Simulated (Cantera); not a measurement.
What does this Cantera script print?

```python
import numpy as np
import cantera as ct

gas_names = """
    C CO CO2 C2 C2O C3 C3O2 C4 C5 Cu CuO Cu2 O O2 O3
""".split()
cond_names = """
    C(gr) Cu(cr) Cu(L) CuO(s) Cu2O(s) Cu2O(L)
""".split()


# ... load() reads the species with a 1 bar reference pressure and builds the phases ...
atoms = {
    'Cu2O': {'Cu': 2, 'O': 1},
    'C': {'C': 1},
    'CO': {'C': 1, 'O': 1},
}
top_T = {'C(gr)': 4500, 'CuO(s)': 1390}  # K; cautious upper limits of use, not melting points


# ... equilibrate(T, P, feed) seeds the gas with the atoms and calls Mixture.equilibrate('TP', solver="vcs", rtol=1e-11, max_steps=5000) ...
results = []
feed = {'Cu2O': 1, 'C': 3.3, 'CO': 0.032}  # mol
P = 220  # Pa
for T in [823, 1023, 1223, 1423, 1623, 1823, 2023, 2223, 2423, 2623]:
    mix = equilibrate(T, P, feed)
    results.append((T, P, feed, dict(zip(mix.species_names, mix.species_moles))))
    x = sorted(zip(gas.X, gas.species_names), reverse=True)
    print(f"T = {T:g} K  P = {P:g} Pa  gas = {mix.phase_moles(0):.4g} mol")
    print("   x: " + "  ".join(f"{s} {v:.3e}" for v, s in x if v > 1e-05))
    print("   condensed (mol): " + ("  ".join(f"{mix.phase(i).name} {mix.phase_moles(i):.4g}"
          for i in range(1, mix.n_phases) if mix.phase_moles(i) > 1e-12) or "none"))
```

Output:

```
T = 823 K  P = 220 Pa  gas = 0.9488 mol
   x: CO 9.123e-01  CO2 8.768e-02
   condensed (mol): C(gr) 2.383  Cu(cr) 2
T = 1023 K  P = 220 Pa  gas = 1.031 mol
   x: CO 9.992e-01  CO2 7.857e-04
   condensed (mol): C(gr) 2.301  Cu(cr) 2
T = 1223 K  P = 220 Pa  gas = 1.032 mol
   x: CO 1.000e+00  CO2 3.026e-05  Cu 1.043e-05
   condensed (mol): C(gr) 2.3  Cu(cr) 2
T = 1423 K  P = 220 Pa  gas = 1.033 mol
   x: CO 9.990e-01  Cu 9.510e-04
   condensed (mol): C(gr) 2.3  Cu(L) 1.999
T = 1623 K  P = 220 Pa  gas = 1.059 mol
   x: CO 9.747e-01  Cu 2.524e-02  Cu2 2.051e-05
   condensed (mol): C(gr) 2.3  Cu(L) 1.973
T = 1823 K  P = 220 Pa  gas = 1.519 mol
   x: CO 6.793e-01  Cu 3.200e-01  Cu2 6.766e-04
   condensed (mol): C(gr) 2.3  Cu(L) 1.512
T = 2023 K  P = 220 Pa  gas = 3.03 mol
   x: Cu 6.586e-01  CO 3.406e-01  Cu2 8.010e-04
   condensed (mol): C(gr) 2.3
T = 2223 K  P = 220 Pa  gas = 3.031 mol
   x: Cu 6.593e-01  CO 3.405e-01  Cu2 2.808e-04
   condensed (mol): C(gr) 2.3
T = 2423 K  P = 220 Pa  gas = 3.032 mol
   x: Cu 6.594e-01  CO 3.404e-01  Cu2 1.164e-04  C3 6.555e-05  C 2.537e-05
   condensed (mol): C(gr) 2.299
T = 2623 K  P = 220 Pa  gas = 3.038 mol
   x: Cu 6.583e-01  CO 3.397e-01  C3 1.396e-03  C 3.788e-04  C2 1.317e-04  Cu2 5.466e-05
   condensed (mol): C(gr) 2.285
```

Method: chemical equilibrium by Gibbs-energy minimisation in Cantera with the NASA 1993 tables (ideal gas, pure condensed phases).
